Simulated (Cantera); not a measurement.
A perfectly stirred reactor is fed with 2.06 % CH4, 0.329 % C2H6, 13.2 % O2, 84.4 % N2, equivalence ratio 0.40, at 9000 Torr; it is adiabatic with a 750 K inlet, and is followed from long to short residence time, starting on the burning branch (τ in s: 0.14, 0.046, 0.015, 0.005, 0.0017, 0.00056, 0.00018, 6.1e-05, 2e-05).

Computed with Cantera and GRI-Mech 3.0 (53 species, 325 reactions). The pressure lies above the range GRI-Mech 3.0 was tuned for (to about 10 atm).

One state of this run: T (K) = 1350; x CH4 = 0.000164; x C2H6 = 7.19e-6; x O2 = 0.0802; x C2H = 2.46e-12; x OH = 8.26e-6; x CH2 = 8.24e-10; x H2 = 2.54e-5. x: mole fraction; the columns are a selection and need not sum to one.

**Question.** Which value of τ (s) does it belong to?
A. 0.0050
B. 0.00056
C. 0.046
D. 0.00018

**Answer.** C, 0.046
